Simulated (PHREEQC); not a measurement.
A made-up water analysis in mg/L, 20 °C, pH 5.65, pe -0.9: Na 3.6; K 0.112; Ca 4.94; Mg 2.04; Cl 2.26; S(6) as SO4 2.77; Alkalinity as HCO3 26.5; Br 0.726.

Valence states are taken as typed.

Computed with PHREEQC (ion-association model, phreeqc.dat).

- ionic strength = 0.000802 mol/kgw
- charge-balance error = 0.8 %

```json
[
 {"species": "CO2", "molality": "0.00228", "activity": "0.00228", "log γ": "0.000"},
 {"species": "HCO3-", "molality": "0.000436", "activity": "0.000422", "log γ": "-0.014"},
 {"species": "Na+", "molality": "0.000157", "activity": "0.000152", "log γ": "-0.014"},
 {"species": "Ca+2", "molality": "0.000122", "activity": "0.000108", "log γ": "-0.055"},
 {"species": "Mg+2", "molality": "8.32e-5", "activity": "7.34e-5", "log γ": "-0.054"},
 {"species": "Cl-", "molality": "6.38e-5", "activity": "6.17e-5", "log γ": "-0.014"},
 {"species": "SO4-2", "molality": "2.80e-5", "activity": "2.47e-5", "log γ": "-0.055"},
 {"species": "Br-", "molality": "9.09e-6", "activity": "8.80e-6", "log γ": "-0.014"},
 {"species": "K+", "molality": "2.86e-6", "activity": "2.77e-6", "log γ": "-0.014"},
 {"species": "H+", "molality": "2.31e-6", "activity": "2.24e-6", "log γ": "-0.013"},
 {"species": "CaHCO3+", "molality": "5.50e-7", "activity": "5.33e-7", "log γ": "-0.014"},
 {"species": "CaSO4", "molality": "4.55e-7", "activity": "4.55e-7", "log γ": "0.000"},
 {"species": "MgSO4", "molality": "3.72e-7", "activity": "3.72e-7", "log γ": "0.000"},
 {"species": "MgHCO3+", "molality": "3.67e-7", "activity": "3.55e-7", "log γ": "-0.014"},
 {"species": "(CO2)2", "molality": "8.03e-8", "activity": "8.03e-8", "log γ": "0.000"},
 {"species": "NaHCO3", "molality": "3.70e-8", "activity": "3.71e-8", "log γ": "0.000"}
]
```

This is a speciation only: nothing precipitates in the calculation.
